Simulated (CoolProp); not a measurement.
The fluid at 293.15 K and 16.1 MPa flows at 0.6 m/s in a round tube of 50 mm bore and 15 µm roughness, fully developed (64/Re and Nu = 3.66 if laminar; Colebrook and Gnielinski if turbulent). The same conditions are run with several fluids, on thermodynamics alone (safety and materials aside).

Model: reference Helmholtz-energy equation of state of each fluid (sulfur hexafluoride: Guder 2009; R142b: Lemmon 2006; n-octane: Beckmüller 2019; R22: Kamei 1995; R11: Jacobsen 1992), in CoolProp.

Question: Rank sulfur hexafluoride, R142b, n-octane, R22, R11 by Reynolds number, highest first.

Answer: sulfur hexafluoride (231000), R22 (224000), R142b (119000), R11 (85700), n-octane (33600)

| fluid | Darcy friction factor | pressure drop (Pa/m) | heat-transfer coefficient (W/(m² K)) | mass flow (kg/h) |
|---|---|---|---|---|
| sulfur hexafluoride | 0.0174 | 101 | 1240 | 6830 |
| R142b | 0.0190 | 79.7 | 1060 | 4950 |
| n-octane | 0.0237 | 61.1 | 745 | 3030 |
| R22 | 0.0175 | 80.3 | 1400 | 5410 |
| R11 | 0.0200 | 110 | 883 | 6470 |

Transport values come from each fluid's own correlations; those of R142b, R22, R11 are estimates that may be off by 10 % or more.
